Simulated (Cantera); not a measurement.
A perfectly stirred reactor is fed with NO : N2 = 1 : 9 (molar parts), at 1.00 atm; it is held at 2023 K, and followed from long to short residence time.

Cantera simulation using GRI-Mech 3.0 (53 species, 325 reactions); the numbers are that mechanism's predictions, not measurements.

Task: Predict: x(NO) at τ = 25.0 s; x(O) at τ = 25.0 s; x(N2O) at τ = 25.0 s; x(O2) at τ = 25.0 s; x(NO2) at τ = 25.0 s; x(NO) at τ = 0.330 s; x(O) at τ = 0.330 s; x(N2O) at τ = 0.330 s; x(O2) at τ = 0.330 s; x(NO2) at τ = 0.330 s.

Result: 
```json
{
  "x(NO) at τ = 25.0 s": "0.0108",
  "x(O) at τ = 25.0 s": "0.000168",
  "x(N2O) at τ = 25.0 s": "3.02e-7",
  "x(O2) at τ = 25.0 s": "0.0445",
  "x(NO2) at τ = 25.0 s": "8.29e-6",
  "x(NO) at τ = 0.330 s": "0.0862",
  "x(O) at τ = 0.330 s": "7.38e-5",
  "x(N2O) at τ = 0.330 s": "3.68e-6",
  "x(O2) at τ = 0.330 s": "0.00685",
  "x(NO2) at τ = 0.330 s": "2.85e-5"
}
```
